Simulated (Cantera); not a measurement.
Charge: 1 mol CsOH, 2.5 mol H₂, at 1027 °C and 18.0 mbar.

Method: chemical equilibrium by Gibbs-energy minimisation in Cantera with the NASA 1993 tables (ideal gas, pure condensed phases). Candidate condensed phases: Cs, CsOH, H₂O; 15 gas species. Rates play no part.

Base state: H₂ 0.616, CsOH 0.155, H₂O 0.114, Cs 0.114, Cs₂(OH)₂ 2.03e-5 (mole fractions); condensed: gas only.

**Question.** What changes in the equilibrium state with this change: pressure from 18.0 mbar to 1.00 bar?

**Answer.** 
```csv
species,before,after
H₂,0.616,0.672
CsOH,0.155,0.223
H₂O,0.114,0.0513
Cs,0.114,0.0512
Cs₂(OH)₂,2.03e-5,0.00233
Cs₂,3.94e-6,4.41e-5
```

**Question.** What changes in the equilibrium state with this change: temperature from 1027 °C to 1327 °C?

**Answer.** 
```
species    before     after
--------  -------  --------
H₂          0.616     0.565
H₂O         0.114     0.174
Cs          0.114     0.174
CsOH        0.155    0.0871
Cs₂(OH)₂  2.03e-5   3.21e-7
H         6.47e-6  0.000305
```

**Question.** What changes in the equilibrium state with this change: 1.8 mol Cl₂ added?

**Answer.** 
```tsv
species	before	after
HCl	0	0.492
H₂O	0.114	0.189
CsCl	0	0.182
H₂	0.616	0.133
Cs	0.114	1.17e-7
CsOH	0.155	5.70e-7
Cs₂Cl₂	0	0.00345
Cs₂(OH)₂	2.03e-5	<1e-9
```
Further candidate phases: CsCl.
